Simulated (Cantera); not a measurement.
A closed system holds: 1 mol PbO, 0.14 mol H2, held at 75.0 Torr.

These are equilibrium values from Cantera (NASA tables, ideal gas, pure condensed phases), not measurements of a reactor. Candidate condensed phases: H2O, Pb, PbO, PbO2, Pb3O4; 12 gas species. Each liquid is taken as pure. Mutual solubility and eutectic melting of coexisting phases are not modelled. Gases not in the tables: (PbO)n polymers. Rates play no part.

Task: Which condensed phases are stable at each of these points (T (°C)): 600, 700, 800, 900, 1000, 1100, 1200, 1300?

Result: 
```csv
T (°C),condensed phases,Pb condensed (%)
600,Pb(l) + PbO(yellow),100.0
700,Pb(l) + PbO(yellow),100.0
800,Pb(l) + PbO(yellow),100.0
900,Pb(l) + PbO(l),99.9
1000,Pb(l) + PbO(l),99.7
1100,Pb(l) + PbO(l),98.8
1200,Pb(l) + PbO(l),95.3
1300,PbO(l),78.4
```

From 600 °C to 800 °C the condensed part is Pb(l) + PbO(yellow). From 900 °C to 1200 °C the condensed part is Pb(l) + PbO(l). At 1300 °C the condensed part is PbO(l).
